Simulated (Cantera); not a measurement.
Gas mixture: C₂H₆ = 0.067 (molar parts), at 0.0267 bar, frozen composition.

Cantera's kinetic-theory transport with the Lennard-Jones parameters of GRI-Mech 3.0, ideal gas; thermal conductivity in the mixture-averaged form. The composition is frozen, though it would react at the higher temperatures.

One state of this run: ρ (kg/m³) = 0.00689; cp (J/kg/K) = 4736; μ (µPa s) = 32.6; λ (mW/m/K) = 206; Pr = 0.749; D (cm²/s) O = 124; D (cm²/s) H₂O = 103; D (cm²/s) NO = 80.4. D: mixture-averaged diffusion coefficient of that species in the mixture.

### Question
Which value of T (K) does it belong to?
A. 1400
B. 1600
C. 400
D. 800

### Answer
A, 1400
